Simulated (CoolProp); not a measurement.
Saturated liquid density (kg/m³) of oxygen: the reference equation beside estimates from Tc = 154.6 K, pc = 5.046 MPa, ω = 0.022.

The numbers come from the reference Helmholtz-energy equation of state, Schmidt 1985 in CoolProp.

| T (K) | reference | Soave-Redlich-Kwong | Peng-Robinson |
|---|---|---|---|
| 82.6 | 1178 | 1180 | 1330 |
| 86.1 | 1161 | 1162 | 1311 |
| 89.5 | 1145 | 1144 | 1291 |
| 92.9 | 1128 | 1126 | 1271 |
| 96.3 | 1110 | 1106 | 1250 |
| 99.7 | 1092 | 1086 | 1228 |
| 103.2 | 1074 | 1064 | 1204 |
| 106.6 | 1055 | 1042 | 1179 |
| 110 | 1035 | 1018 | 1153 |

Absolute difference from the reference over all 9 rows, mean and median: Soave-Redlich-Kwong 0.6 and 0.4 %, Peng-Robinson 12.4 and 12.6 %.
